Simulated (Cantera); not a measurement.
A diamond (100) surface in a fixed gas of H2 with x(CH4) = 0.0028, x(H) = 0.046, x(CH3) = 1.3e-05, at 1073 K; coverages are run to steady state.

Detailed kinetics in Cantera: the Harris–Goodwin 1993 mechanism for the reconstructed diamond (100) surface.

θ: site fractions in the mechanism's names (c6HH fully hydrogenated, c6H* and c6*H radical sites, c6** diradical, c6HM methylated).

```tsv
P (Pa)	growth (µm/h)	θ c6HH	θ c6H*	θ c6*H	θ c6**	θ c6HM
420	?	0.533	0.0252	0.426	0.0159	9.13e-5
670	?	0.533	0.0253	0.426	0.0159	9.92e-5
1100	?	0.533	0.0253	0.426	0.0159	0.000105
1700	?	0.533	0.0254	0.426	0.0159	0.000109
2800	?	0.533	0.0255	0.426	0.0159	0.000112
4500	?	0.533	0.0256	0.426	0.0160	0.000113
7200	?	0.533	0.0259	0.425	0.0160	0.000114
12000	?	0.533	0.0264	0.425	0.0161	0.000115
```

Task: Complete the blanks.

Result: 
- 420, growth (µm/h): 0.0314
- 670, growth (µm/h): 0.0542
- 1100, growth (µm/h): 0.0941
- 1700, growth (µm/h): 0.150
- 2800, growth (µm/h): 0.253
- 4500, growth (µm/h): 0.414
- 7200, growth (µm/h): 0.669
- 12000, growth (µm/h): 1.12
